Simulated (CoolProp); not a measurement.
n-undecane along the isobar 211 kPa: Z from the reference equation and from simpler models built on Tc = 365.7 °C, pc = 1990 kPa, ω = 0.539; each cubic takes its own stable root.

Values from CoolProp's reference Helmholtz-energy equation of state, Aleksandrov 2011. It is a short technical equation, of lower accuracy than the large ones.

| T (°C) | phase | reference |
|---|---|---|
| 130.85 | liquid | 0.01499 |
| 146.25 | liquid | 0.01472 |
| 161.75 | liquid | 0.01449 |
| 177.15 | liquid | 0.01429 |
| 192.55 | liquid | 0.01414 |
| 208.05 | liquid | 0.01401 |
| 223.45 | liquid | 0.01394 |
| 238.85 | gas | 0.8963 |
| 254.25 | gas | 0.9090 |
| 269.75 | gas | 0.9196 |
| 285.15 | gas | 0.9284 |
| 300.55 | gas | 0.9358 |
| 315.95 | gas | 0.9422 |
| 331.45 | gas | 0.9478 |
| 346.85 | gas | 0.9527 |

**Question.** How far does each simpler model (van der Waals, Redlich-Kwong, Soave-Redlich-Kwong, Peng-Robinson) lie from the reference over these 15 states: mean and median of the absolute difference, and the worst?

**Answer.** 
- van der Waals: mean 2951.3 %, median 5.3 %, worst +6641.0 % at 223.45 °C and 211 kPa
- Redlich-Kwong: mean 1290.9 %, median 3.6 %, worst +6513.3 % at 223.45 °C and 211 kPa
- Soave-Redlich-Kwong: mean 8.9 %, median 2.1 %, worst +18.3 % at 223.45 °C and 211 kPa
- Peng-Robinson: mean 2.3 %, median 1.5 %, worst +4.5 % at 130.85 °C and 211 kPa

At some of these states van der Waals, Redlich-Kwong gives the other phase, because its saturation line lies elsewhere.
